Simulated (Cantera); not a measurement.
An isothermal plug-flow reactor at 775 K and 1.00 bar (inlet), inlet velocity 4.4 m/s, active area per volume 150 1/m; feed H2 : O2 : N2 = 0.0089 : 0.12 : 0.79 (molar parts).

Cantera simulation using Deutschmann's 1995 Pt surface mechanism with GRI-Mech 3.0 gas chemistry; the numbers are that mechanism's predictions, not measurements. Catalytic surfaces can have several steady states; this one follows from the mechanism file's or the stated starting coverage. Mass transfer to the wall is taken as infinitely fast.

One state of this run: x H2 = 0.00896; x O2 = 0.130; x H2O = 0.000729; θ free Pt = 0.132; θ O* = 0.866; θ OH* = 0.00285. x: gas mole fraction; θ: surface coverage.

Task: Which value of z (m) does it belong to?
A) 0.0064
B) 0.0005
C) 0.018
D) 0.011

Result: B, 0.0005
